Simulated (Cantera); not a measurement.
## Metals in furnace atmospheres: Ti + CO₂ + CO

A closed system holds: 1 mol Ti, 0.81 mol CO₂, 15 mol CO, equilibrated at 0.00290 bar.

Equilibrium computed with Cantera from the NASA thermochemical tables; the gas is ideal and each condensed phase is pure. Candidate condensed phases: C, Ti, TiC, TiO, TiO₂, Ti₂O₃, Ti₃O₅, Ti₄O₇; 15 gas species. Mutual solubility and eutectic melting of coexisting phases are not modelled. TiC: taken at fixed stoichiometry. Condensed phases not in the tables: Magnéli phases beyond Ti₄O₇. Equilibrium is a limit: real reactors are often held back by kinetics, nucleation or transport.

| T (K) | x CO | x CO₂ | n C(graphite) | n TiO₂(rutile) | n Ti₄O₇(s) | n Ti₃O₅(s) | n TiC(s) | n Ti₂O₃(s) |
|---|---|---|---|---|---|---|---|---|
| 625 | 0.0478 | 0.952 | 8.32 | 1.00 | 0 | 0 | 0 | 0 |
| 700 | 0.253 | 0.747 | 7.44 | 1.00 | 0 | 0 | 0 | 0 |
| 775 | 0.688 | 0.312 | 4.67 | 1.00 | 0 | 0 | 0 | 0 |
| 850 | 0.944 | 0.0557 | 1.96 | 1.00 | 0 | 0 | 0 | 0 |
| 925 | 0.991 | 0.00857 | 1.31 | 1.00 | 0 | 0 | 0 | 0 |
| 1000 | 0.998 | 0.00164 | 1.21 | 1.00 | 0 | 0 | 0 | 0 |
| 1075 | 1.000 | 0.000394 | 1.20 | 1.00 | 0 | 0 | 0 | 0 |
| 1150 | 1.000 | 0.000114 | 0.942 | 0 | 0.250 | 0 | 0 | 0 |
| 1225 | 1.000 | 3.88e-5 | 0.857 | 0 | 0 | 0.333 | 0 | 0 |
| 1300 | 1.000 | 3.30e-5 | 0 | 0 | 0 | 0 | 0.276 | 0.362 |
| 1375 | 1.000 | 3.12e-5 | 0 | 0 | 0 | 0 | 0.276 | 0.362 |
| 1450 | 1.000 | 2.96e-5 | 0 | 0 | 0 | 0 | 0.276 | 0.362 |
x: gas mole fraction; n: condensed amount in mol.

From 625 K to 1075 K the condensed part is C(graphite) + TiO₂(rutile). At 1150 K the condensed part is C(graphite) + Ti₄O₇(s). At 1225 K the condensed part is C(graphite) + Ti₃O₅(s). From 1300 K to 1450 K the condensed part is TiC(s) + Ti₂O₃(s).
